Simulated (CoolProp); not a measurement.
Saturation properties of hydrogen chloride.

Model: reference Helmholtz-energy equation of state, Thol 2018, in CoolProp.

```
T (K)  p (kPa)  liquid density (kg/m³)  liquid cp (kJ/(kg K))
-----  -------  ----------------------  ---------------------
257.3     1671                   986.7                  1.873
261.9     1908                   970.5                  1.910
266.4     2162                   953.9                  1.953
271       2447                   936.3                  2.005
275.5     2752                   918.2                  2.065
280.1     3092                   898.9                  2.140
284.7     3462                   878.3                  2.232
289.2     3855                   856.9                  2.346
293.8     4291                   833.4                  2.497
298.3     4753                   808.4                  2.698
302.9     5263                   780.2                  2.990
307.4     5803                   748.9                  3.431
312       6400                   711.5                  4.219
```

It boils at 188.2 K under 1 atm.
